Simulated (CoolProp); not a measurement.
A single-stage vapour-compression cycle with R1233zd(E): evaporating at 259.15 K (dew point), condensing at 285.15 K (bubble point), superheat 10 K, subcooling 8 K, compressor efficiency 0.8, no pressure losses. Each further row changes one setting.

Model: reference Helmholtz-energy equation of state, Akasaka 2022, in CoolProp.

```csv
case,cooling COP,pressure ratio,discharge temperature (K),refrigerating effect (kJ/kg),volumetric capacity (kJ/m³)
as stated,7.69,3.17,304.2,196,292
evaporating temperature 264.15 K,9.86,___,302.0,199,___
condensing temperature 280.15 K,___,2.59,298.0,202,301
subcooling 13 K,___,3.17,304.2,202,301
superheat 20 K,7.69,3.17,314.5,___,292
compressor efficiency 0.7,6.73,3.17,308.7,196,292
```

Q: Fill in the missing entries.

A: 
- evaporating temperature 264.15 K, pressure ratio: 2.48
- evaporating temperature 264.15 K, volumetric capacity (kJ/m³): 373
- condensing temperature 280.15 K, cooling COP: 9.67
- subcooling 13 K, cooling COP: 7.91
- superheat 20 K, refrigerating effect (kJ/kg): 203
